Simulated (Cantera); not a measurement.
Charge: 1 mol Al(CH₃)₃, 3.1 mol O₂, 5.9 mol H₂, held at 1075 °C and 34.5 Torr.

Equilibrium computed with Cantera from the NASA thermochemical tables; the gas is ideal and each condensed phase is pure. Candidate condensed phases: Al, Al₂O₃, C, C₆H₆, C₇H₈, C₈H₁₈, H₂O; 121 gas species. The feed counts by its element totals alone. Equilibrium is a limit: real reactors are often held back by kinetics, nucleation or transport.

Base state: H₂ 0.667, CO 0.207, H₂O 0.110, CO₂ 0.0173 (mole fractions); condensed: Al₂O₃(s).

Q: What changes in the equilibrium state with this change: O₂ from 3.1 to 28 mol?

A: 
| species | before | after |
|---|---|---|
| O₂ | <1e-9 | 0.587 |
| H₂O | 0.110 | 0.320 |
| CO₂ | 0.0173 | 0.0924 |
| H₂ | 0.667 | 3.85e-7 |
| CO | 0.207 | 2.17e-7 |
| OH | 2.33e-8 | 8.97e-5 |
| Al₂O₃(s), mol | 0.500 | 0.500 |
Gases not in the tables: Al(OH)₃.
